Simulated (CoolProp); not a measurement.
A closed Brayton cycle with carbon dioxide: compressor inlet 332.15 K and 9.2 MPa, high pressure 24.5 MPa, turbine inlet 760 K, compressor efficiency 0.8, turbine efficiency 0.9, recuperator effectiveness 0.95 (on enthalpy, no pinch check). Each further row changes one setting.

Computed with CoolProp (reference Helmholtz-energy equation of state, Span 1996).

```csv
case,thermal efficiency (%),net work (kJ/kg),compressor to turbine work,compressor exit (K),turbine exit (K)
as stated,…,62.3,0.47,415.6,647.9
turbine inlet 710 K,…,53.1,0.51,415.6,602.0
compressor inlet 342.15 K,…,55.6,0.52,…,647.9
high pressure 20.8 MPa,30.2,…,0.44,…,…
recuperator effectiveness 0.5,19.1,62.3,0.47,415.6,647.9
```

Q: What belongs in the gaps?

A: 
- as stated, thermal efficiency (%): 30.3
- turbine inlet 710 K, thermal efficiency (%): 27.4
- compressor inlet 342.15 K, thermal efficiency (%): 28.4
- compressor inlet 342.15 K, compressor exit (K): 432.3
- high pressure 20.8 MPa, net work (kJ/kg): 55.0
- high pressure 20.8 MPa, compressor exit (K): 401.2
- high pressure 20.8 MPa, turbine exit (K): 666.2
